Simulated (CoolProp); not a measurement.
The numbers come from the reference Helmholtz-energy equation of state, Leachman 2009 in CoolProp.

### Question
Give the vapour pressure (bar), vapour density (kg/m³), enthalpy of vaporisation (kJ/kg), liquid cp (kJ/(kg K)) of saturated normal hydrogen at 28.1 K.

### Answer
```tsv
T (K)	p (bar)	vapour density (kg/m³)	enthalpy of vaporisation (kJ/kg)	liquid cp (kJ/(kg K))
28.1	5.84	7.19	354	18.2
```
